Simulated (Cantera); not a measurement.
Feed: 1 mol MgCO3, 0.46 mol H2S, 0.092 mol O2, equilibrated at 5700 Torr.

Method: chemical equilibrium by Gibbs-energy minimisation in Cantera with the NASA 1993 tables (ideal gas, pure condensed phases). Candidate condensed phases: C, C6H6, C7H8, C8H18, H2O, H2SO4, Mg, MgCO3, MgO, Mg(OH)2, MgS, MgSO4, S; 130 gas species. Gases not in the tables: S3 to S7. Equilibrium is a limit: real reactors are often held back by kinetics, nucleation or transport. All values below are at 1100 K.

Base state: CO2 0.602, H2O 0.145, H2S 0.145, S2 0.0619, COS 0.0192, CO 0.0175, SO2 0.00433, H2 0.00415 (mole fractions); condensed: MgO(s).

Task: What changes in the equilibrium state with this change: H2S from 0.46 to 1.6 mol?

Result: 
```
species        before     after
-----------  --------  --------
H2S             0.145     0.437
CO2             0.602     0.299
H2O             0.145     0.131
H2            0.00415    0.0133
CO             0.0175    0.0310
COS            0.0192    0.0321
S2             0.0619    0.0548
SO2           0.00433  0.000320
CS2          0.000146  0.000820
MgO(s), mol      1.00      1.00
```

Task: What changes in the equilibrium state with this change: pressure from 5700 Torr to 10.0 Torr?

Result: 
| species | before | after |
|---|---|---|
| CO2 | 0.602 | 0.520 |
| H2O | 0.145 | 0.192 |
| S2 | 0.0619 | 0.106 |
| H2S | 0.145 | 0.0580 |
| CO | 0.0175 | 0.0836 |
| H2 | 0.00415 | 0.0304 |
| COS | 0.0192 | 0.00505 |
| CS2 | 0.000146 | 1.17e-5 |
| SO | 4.93e-6 | 2.78e-5 |
| SH | 2.97e-5 | 0.000105 |
| S2O | 0.000758 | 0.000234 |
| MgO(s), mol | 1.00 | 1.00 |
